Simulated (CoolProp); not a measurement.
Vapour-liquid equilibrium of R125 (1) + R227EA (2) at 11.95 °C; x and y are mole fractions of (1).

Computed with CoolProp (multi-fluid Helmholtz-energy mixture model, Lemmon 2005 and Lemmon 2016; pair parameters Bell 2016).

```csv
x,bubble pressure (kPa),y at the bubble point,dew pressure at overall composition x (kPa),liquid density (mol/L)
0.05,328.6,0.126,310.0,…
0.125,…,0.281,328.3,8.701
0.2,420.6,0.405,348.9,8.841
0.275,467.9,0.507,372.2,8.984
0.35,515.8,0.592,398.7,9.130
0.425,…,0.664,429.1,9.278
0.5,613.6,0.726,464.4,9.430
0.575,663.5,0.780,505.7,9.584
0.65,714.0,0.828,554.5,9.741
0.725,765.3,…,613.0,9.901
0.8,817.4,0.910,683.8,10.06
0.875,870.5,0.946,770.5,10.23
0.95,924.8,0.979,…,10.40
```

Problem. Complete the blanks.

Solution. 
- 0.05, liquid density (mol/L): 8.563
- 0.125, bubble pressure (kPa): 374.1
- 0.425, bubble pressure (kPa): 564.4
- 0.725, y at the bubble point: 0.871
- 0.95, dew pressure at overall composition x (kPa): 877.2

No azeotrope shows between x = 0.05 and 0.95.

Pair parameters are fitted to limited data, so mixtures are less certain than the pure fluids.
